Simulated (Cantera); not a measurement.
A Cantera script and what it prints.

```python
import numpy as np
import cantera as ct

gas_names = [...]  # 118 gases of nasa_gas.yaml made of C, Cl, F, H
cond_names = """
    C(gr) C6H6(L) C7H8(L) C8H18(L),n-octa
""".split()


# ... load() reads the species with a 1 bar reference pressure and builds the phases ...
atoms = {
    'C2F6': {'C': 2, 'F': 6},
    'HCl': {'H': 1, 'CL': 1},
}
top_T = {'C(gr)': 4500}  # K; cautious upper limits of use, not melting points


# ... equilibrate(T, P, feed) seeds the gas with the atoms and calls Mixture.equilibrate('TP', solver="vcs", rtol=1e-11, max_steps=5000) ...
results = []
T = 2573.15  # K
P = 59  # Pa
for m in [0.099, 0.14, 0.21, 0.3, 0.43, 0.63, 0.91, 1.3, 1.9, 2.7]:
    feed = {'C2F6': 1, 'HCl': m}  # mol
    mix = equilibrate(T, P, feed)
    results.append((T, P, feed, dict(zip(mix.species_names, mix.species_moles))))

top = {s: max(r[3][s] / sum(r[3][g] for g in gas_names) for r in results) for s in gas_names}
cols = sorted((s for s in top if top[s] > 1e-06), key=lambda s: -top[s])[:7]
seen = [c for c in cond_names if any(r[3].get(c, 0) > 1e-12 for r in results)]
print("log10 of partial pressures in bar; condensed amounts in mol")
print(f"{'n(HCl)':>10s}" + "".join(f"{s[:9]:>10s}" for s in cols + seen))
for T, P, feed, n in results:
    ng = sum(n[g] for g in gas_names)
    print(f"{feed['HCl']:10.4g}" + "".join(f"{np.log10(max(n[s] / ng * P / 1e5, 1e-99)):10.3f}" for s in cols)
          + "".join(f"{n.get(c, 0):10.4g}" for c in seen))
```

Output:

```
log10 of partial pressures in bar; condensed amounts in mol
    n(HCl)         F        CL        HF        CF       CF2         H        C3     C(gr)
     0.099    -3.278    -5.006    -5.009    -4.669    -4.716    -7.258    -5.824     1.538
      0.14    -3.284    -4.859    -4.862    -4.675    -4.728    -7.105    -5.824     1.543
      0.21    -3.294    -4.689    -4.691    -4.685    -4.748    -6.925    -5.824     1.551
       0.3    -3.307    -4.541    -4.543    -4.698    -4.774    -6.764    -5.824     1.561
      0.43    -3.326    -4.394    -4.397    -4.717    -4.811    -6.599    -5.824     1.574
      0.63    -3.354    -4.243    -4.246    -4.746    -4.869    -6.419    -5.824     1.595
      0.91    -3.395    -4.104    -4.107    -4.786    -4.950    -6.239    -5.824     1.621
       1.3    -3.452    -3.975    -3.979    -4.844    -5.065    -6.053    -5.824     1.654
       1.9    -3.544    -3.847    -3.852    -4.935    -5.247    -5.835    -5.824     1.699
       2.7    -3.675    -3.740    -3.746    -5.066    -5.510    -5.598    -5.824     1.749
```

Equilibrium computed with Cantera from the NASA thermochemical tables; the gas is ideal and each condensed phase is pure. The feed counts by its element totals alone.
